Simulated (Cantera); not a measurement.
Input: 1 mol Ti, 0.017 mol H₂O, 0.83 mol CO, 0.0013 mol O₂, equilibrated at 28000 Pa.

These are equilibrium values from Cantera (NASA tables, ideal gas, pure condensed phases), not measurements of a reactor. Candidate condensed phases: C, C₆H₆, C₇H₈, C₈H₁₈, H₂O, Ti, TiC, TiO, TiO₂, Ti₂O₃, Ti₃O₅, Ti₄O₇; 113 gas species. Mutual solubility and eutectic melting of coexisting phases are not modelled. TiC: taken at fixed stoichiometry. Equilibrium is a limit: real reactors are often held back by kinetics, nucleation or transport. All values below are at 1375 K.

Base state: H₂ 0.859, CO 0.140, CH₄ 0.00103, H₂O 0.000155, CO₂ 1.22e-5 (mole fractions); condensed: C(graphite) + TiC(s) + Ti₃O₅(s).

Problem. What changes in the equilibrium state with this change: pressure from 28000 Pa to 133 Pa?

Solution. 
| species | before | after |
|---|---|---|
| CO | 0.140 | 0.933 |
| H₂ | 0.859 | 0.0667 |
| H | 6.00e-6 | 2.42e-5 |
| CH₄ | 0.00103 | 3.67e-9 |
| H₂O | 0.000155 | 3.07e-6 |
| CO₂ | 1.22e-5 | 2.08e-5 |
| C(graphite), mol | 0.335 | 0 |
| TiC(s), mol | 0.492 | 0.592 |
| Ti₃O₅(s), mol | 0.169 | 0 |
| Ti₂O₃(s), mol | 0 | 0.204 |
